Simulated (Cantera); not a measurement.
Charge: 1 mol BN, 0.45 mol O₂, 8.3 mol N₂, at 1650 K and 100 Torr.

These are equilibrium values from Cantera (NASA tables, ideal gas, pure condensed phases), not measurements of a reactor. Candidate condensed phases: B, BN, B₂O₃; 17 gas species. Mutual solubility and eutectic melting of coexisting phases are not modelled. The numbers say what is thermodynamically allowed, not how fast it happens.

Base state: N₂ 0.997, B₂O₃ 0.00261, B₂O₂ 0.000109, BO 2.43e-5 (mole fractions); condensed: BN(s) + B₂O₃(l).

Problem. What changes in the equilibrium state with this change: O₂ from 0.45 to 12 mol?

Solution. 
| species | before | after |
|---|---|---|
| O₂ | <1e-9 | 0.558 |
| N₂ | 0.997 | 0.436 |
| NO | <1e-9 | 0.00289 |
| B₂O₃ | 0.00261 | 0.00261 |
| B₂O₂ | 0.000109 | <1e-9 |
| O | <1e-9 | 5.30e-5 |
| BO₂ | 1.85e-7 | 0.000462 |
| BN(s), mol | 0.399 | 0 |
| B₂O₃(l), mol | 0.277 | 0.443 |
